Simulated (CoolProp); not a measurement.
Propane along the isotherm 33.95 °C: fugacity coefficient from the reference equation and from simpler models built on Tc = 96.7 °C, pc = 4251 kPa, ω = 0.152; each cubic takes its own stable root.

Model: reference Helmholtz-energy equation of state, Lemmon 2009, in CoolProp.

| p (kPa) | phase | reference | van der Waals | Redlich-Kwong | Soave-Redlich-Kwong |
|---|---|---|---|---|---|
| 4250 | liquid | 0.2587 | 0.4074 | 0.2927 | 0.2653 |
| 8500 | liquid | 0.1500 | 0.2546 | 0.1722 | 0.1556 |
| 12800 | liquid | 0.1154 | 0.2098 | 0.1340 | 0.1207 |
| 17000 | liquid | 0.1001 | 0.1937 | 0.1172 | 0.1054 |
| 21300 | liquid | 0.09211 | 0.1896 | 0.1087 | 0.09764 |
| 25500 | liquid | 0.08825 | 0.1926 | 0.1049 | 0.09405 |
| 29800 | liquid | 0.08677 | 0.2007 | 0.1038 | 0.09292 |
| 34000 | liquid | 0.08698 | 0.2127 | 0.1046 | 0.09353 |
| 38300 | liquid | 0.08847 | 0.2287 | 0.1069 | 0.09550 |
| 42500 | liquid | 0.09095 | 0.2482 | 0.1104 | 0.09853 |
